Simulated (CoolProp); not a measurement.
Properties of water along the isotherm 726.85 °C.

Computed with CoolProp (reference Helmholtz-energy equation of state, Wagner 2002).

| p (bar) | phase | density (kg/m³) | conductivity (mW/(m K)) |
|---|---|---|---|
| 3.16 | gas | 0.6852 | 96.0 |
| 4.64 | gas | 1.007 | 96.1 |
| 6.81 | gas | 1.478 | 96.3 |
| 10 | gas | 2.172 | 96.5 |
| 14.7 | gas | 3.197 | 96.9 |
| 21.5 | gas | 4.684 | 97.4 |
| 31.6 | gas | 6.903 | 98.2 |
| 46.4 | gas | 10.17 | 99.3 |
| 68.1 | gas | 15.02 | 101 |
| 100 | gas | 22.24 | 104 |
| 147 | gas | 33.11 | 108 |
| 215 | gas | 49.32 | 114 |
| 316 | supercritical | 74.49 | 125 |
| 464 | supercritical | 113.6 | 145 |
| 681 | supercritical | 174.6 | 179 |
| 1000 | supercritical | 265.4 | 238 |

Thermal conductivity comes from a separate model (Huber 2012).
